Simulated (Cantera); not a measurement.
An isothermal, constant-pressure homogeneous reactor starts with H₂ : O₂ = 0.19 : 1 (molar parts), equivalence ratio 0.095, at 1473 K and 0.00642 atm. Integrator tolerance rtol = 1e-08.

Computed with Cantera and the H2/O2 subset of GRI-Mech 3.0, which has no nitrogen chemistry. Radical loss at walls, strong at low pressure, is not modelled. The temperature is held fixed by assumption; the heat of reaction is taken as removed at once.

### Question
What does this change do: O2 1 to 0.61 parts?

### Answer
```
quantity                                             before                                     after
-----------------  ----------------------------------------  ----------------------------------------
x(H₂) at 3.00 s     2.42e-5 (gas-phase equilibrium 3.12e-6)   2.22e-5 (gas-phase equilibrium 5.15e-6)
x(O₂) at 3.00 s         0.826 (gas-phase equilibrium 0.826)       0.730 (gas-phase equilibrium 0.730)
x(H) at 3.00 s      6.03e-6 (gas-phase equilibrium 2.79e-7)   3.21e-6 (gas-phase equilibrium 3.59e-7)
x(H₂O₂) at 3.00 s   5.41e-9 (gas-phase equilibrium 2.25e-9)   5.85e-9 (gas-phase equilibrium 3.29e-9)
x(O) at 3.00 s     0.000246 (gas-phase equilibrium 3.17e-5)  0.000128 (gas-phase equilibrium 2.98e-5)
x(OH) at 3.00 s    0.00112 (gas-phase equilibrium 0.000403)  0.00101 (gas-phase equilibrium 0.000487)
```
